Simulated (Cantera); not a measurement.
Charge: 1 mol Fe₂O₃, 1.2 mol C, 0.63 mol CO, at 64.0 Pa.

These are equilibrium values from Cantera (NASA tables, ideal gas, pure condensed phases), not measurements of a reactor. Candidate condensed phases: C, Fe, Fe(CO)₅, FeO, Fe₂O₃, Fe₃O₄; 15 gas species. Mutual solubility and eutectic melting of coexisting phases are not modelled. The tables' stoichiometric FeO is somewhat more stable than real wüstite, so its field is too wide. FeO: taken at fixed stoichiometry. Kinetics and transport are ignored.

log p: log10 of the partial pressure in bar; n: condensed amount in mol.

```csv
T (°C),log p CO,log p CO₂,log p Fe,log p FeO,log p O,log p O₂,n Fe(γ),n FeO(s),n Fe(δ),n FeO(l)
1025,-3.27,-4.00,-8.99,-12.31,-14.33,-15.13,0.487,1.51,0,0
1075,-3.27,-4.01,-8.39,-11.56,-13.55,-14.32,0.478,1.52,0,0
1125,-3.26,-4.03,-7.84,-10.87,-12.82,-13.57,0.470,1.53,0,0
1175,-3.26,-4.04,-7.32,-10.22,-12.15,-12.88,0.462,1.54,0,0
1225,-3.26,-4.05,-6.84,-9.62,-11.52,-12.23,0.455,1.54,0,0
1275,-3.26,-4.06,[?],[?],[?],[?],0.447,1.55,0,0
1325,-3.26,-4.07,[?],[?],[?],[?],0.439,1.56,0,0
1375,-3.26,-4.08,-5.58,-8.05,-9.86,-10.53,0.429,1.56,0,0
1425,-3.25,-4.12,-5.22,-7.62,-9.39,-10.07,0,0,0.404,1.58
```

### Question
What belongs in the gaps?

### Answer

- 1325, log p Fe: -5.98
- 1325, log p FeO: -8.54
- 1325, log p O: -10.38
- 1325, log p O₂: -11.06
- 1275, log p Fe: -6.39
- 1275, log p FeO: -9.07
- 1275, log p O: -10.93
- 1275, log p O₂: -11.62
